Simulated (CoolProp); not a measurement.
The fluid at 293.15 K and 0.479 MPa flows at 1.5 m/s in a round tube of 20 mm bore and 1.5 µm roughness, fully developed (64/Re and Nu = 3.66 if laminar; Colebrook and Gnielinski if turbulent). The same conditions are run with several fluids, on thermodynamics alone (safety and materials aside).

Values from CoolProp's reference Helmholtz-energy equation of state of each fluid (nitrogen: Span 2000; methane: Setzmann 1991; R407C: Lemmon 2003; ammonia: Gao 2020; R507A: Lemmon 2003). Blends and air are pseudo-pure fits.

```
fluid     Reynolds number  Darcy friction factor  pressure drop (Pa/m)  heat-transfer coefficient (W/(m² K))  mass flow (kg/h)
--------  ---------------  ---------------------  --------------------  ------------------------------------  ----------------
nitrogen             9380                 0.0315                  9.77                                  36.1              9.35
methane              8610                 0.0323                  5.77                                  44.8              5.40
R407C               46000                 0.0215                  22.5                                  72.8              31.4
ammonia             10900                 0.0303                  6.05                                  46.6              6.01
R507A               52900                 0.0209                  25.0                                  82.7              36.1
```

Transport values come from each fluid's own correlations.
